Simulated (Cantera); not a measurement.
What does this Cantera script print?

```python
import numpy as np
import cantera as ct

gas_names = """
    AL ALCL ALCL2 ALCL3 ALH AL2 AL2CL6 CL CL2 H HCL H2
""".split()
cond_names = """
    AL(cr) AL(L) ALCL3(s) ALCL3(L)
""".split()


# ... load() reads the species with a 1 bar reference pressure and builds the phases ...
atoms = {
    'Al': {'AL': 1},
    'HCl': {'H': 1, 'CL': 1},
}
top_T = {}  # K; cautious upper limits of use, not melting points


# ... equilibrate(T, P, feed) seeds the gas with the atoms and calls Mixture.equilibrate('TP', solver="vcs", rtol=1e-11, max_steps=5000) ...
results = []
T = 450  # K
P = 1000  # Pa
for m in [1.6, 2.2, 3.2, 4.6, 6.7, 9.6, 14, 20]:
    feed = {'Al': 1, 'HCl': m}  # mol
    mix = equilibrate(T, P, feed)
    results.append((T, P, feed, dict(zip(mix.species_names, mix.species_moles))))
    x = sorted(zip(gas.X, gas.species_names), reverse=True)
    print(f"T = {T:g} K  P = {P:g} Pa  n(HCl) = {m:g} mol  gas = {mix.phase_moles(0):.4g} mol")
    print("   x: " + "  ".join(f"{s} {v:.3e}" for v, s in x if v > 1e-05))
    print("   condensed (mol): " + ("  ".join(f"{mix.phase(i).name} {mix.phase_moles(i):.4g}"
          for i in range(1, mix.n_phases) if mix.phase_moles(i) > 1e-12) or "none"))
```

Output:

```
T = 450 K  P = 1000 Pa  n(HCl) = 1.6 mol  gas = 1.068 mol
   x: H2 7.492e-01  AL2CL6 2.486e-01  ALCL3 2.199e-03
   condensed (mol): AL(cr) 0.4667
T = 450 K  P = 1000 Pa  n(HCl) = 2.2 mol  gas = 1.468 mol
   x: H2 7.492e-01  AL2CL6 2.486e-01  ALCL3 2.199e-03
   condensed (mol): AL(cr) 0.2667
T = 450 K  P = 1000 Pa  n(HCl) = 3.2 mol  gas = 2.202 mol
   x: H2 6.811e-01  AL2CL6 2.260e-01  HCL 9.081e-02  ALCL3 2.097e-03
   condensed (mol): none
T = 450 K  P = 1000 Pa  n(HCl) = 4.6 mol  gas = 3.603 mol
   x: HCL 4.441e-01  H2 4.163e-01  AL2CL6 1.380e-01  ALCL3 1.638e-03
   condensed (mol): none
T = 450 K  P = 1000 Pa  n(HCl) = 6.7 mol  gas = 5.704 mol
   x: HCL 6.487e-01  H2 2.630e-01  AL2CL6 8.701e-02  ALCL3 1.301e-03
   condensed (mol): none
T = 450 K  P = 1000 Pa  n(HCl) = 9.6 mol  gas = 8.605 mol
   x: HCL 7.670e-01  H2 1.743e-01  AL2CL6 5.758e-02  ALCL3 1.058e-03
   condensed (mol): none
T = 450 K  P = 1000 Pa  n(HCl) = 14 mol  gas = 13.01 mol
   x: HCL 8.458e-01  H2 1.153e-01  AL2CL6 3.801e-02  ALCL3 8.600e-04
   condensed (mol): none
T = 450 K  P = 1000 Pa  n(HCl) = 20 mol  gas = 19.01 mol
   x: HCL 8.944e-01  H2 7.892e-02  AL2CL6 2.595e-02  ALCL3 7.106e-04
   condensed (mol): none
```

Equilibrium computed with Cantera from the NASA thermochemical tables; the gas is ideal and each condensed phase is pure.
